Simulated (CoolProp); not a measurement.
Vapour-liquid equilibrium of acetone (1) + toluene (2) at 432.8 K; x and y are mole fractions of (1).

The numbers come from the multi-fluid Helmholtz-energy mixture model, Lemmon 2006 and Lemmon 2006; pair parameters Bell 2016 in CoolProp.

Give the bubble pressure and the first vapour's composition at x = 0.275, 0.35, 0.575. Is there an azeotrope?

x = 0.275: 0.6756 MPa, y = 0.580; x = 0.35: 0.7514 MPa, y = 0.647; x = 0.575: 0.9640 MPa, y = 0.793. No azeotrope shows between x = 0.05 and 0.95.

Pair parameters are fitted to limited data, so mixtures are less certain than the pure fluids.
